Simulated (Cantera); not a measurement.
Input: 1 mol C6H6, 0.095 mol H2O, 0.59 mol H2, at 2.10 bar.

Method: chemical equilibrium by Gibbs-energy minimisation in Cantera with the NASA 1993 tables (ideal gas, pure condensed phases). Candidate condensed phases: C, C6H6, C7H8, C8H18, H2O; 110 gas species. Kinetics and transport are ignored.

x: gas mole fraction; n: condensed amount in mol.

```
T (K)   x H2    x CH4    x CO  x H2O    x CO2  n C(graphite)
-----  -----  -------  ------  -----  -------  -------------
1100   0.911   0.0625  0.0227    ___  9.57e-5           5.70
1150   0.931   0.0426  0.0240    ___  4.76e-5           5.76
1200   0.945   0.0296  0.0246    ___  2.40e-5           5.80
1250   0.953   0.0210  0.0249    ___  1.25e-5           5.83
1300   0.959   0.0152  0.0251    ___  6.82e-6           5.85
1350   0.963   0.0112  0.0251    ___  3.86e-6           5.86
1400   0.966  0.00847  0.0252    ___  2.28e-6           5.87
1450   0.968  0.00650  0.0252    ___  1.40e-6           5.88
1500   0.970  0.00507  0.0252    ___  8.83e-7           5.89
1550   0.971  0.00402  0.0252    ___  5.76e-7           5.89
1600   0.971  0.00324  0.0252    ___  3.87e-7           5.89
```

**Question.** Some entries are withheld; supply them.

**Answer.** 
- 1100, x H2O: 0.00389
- 1150, x H2O: 0.00220
- 1200, x H2O: 0.00127
- 1250, x H2O: 0.000751
- 1300, x H2O: 0.000460
- 1350, x H2O: 0.000291
- 1400, x H2O: 0.000190
- 1450, x H2O: 0.000128
- 1500, x H2O: 8.80e-5
- 1550, x H2O: 6.22e-5
- 1600, x H2O: 4.49e-5
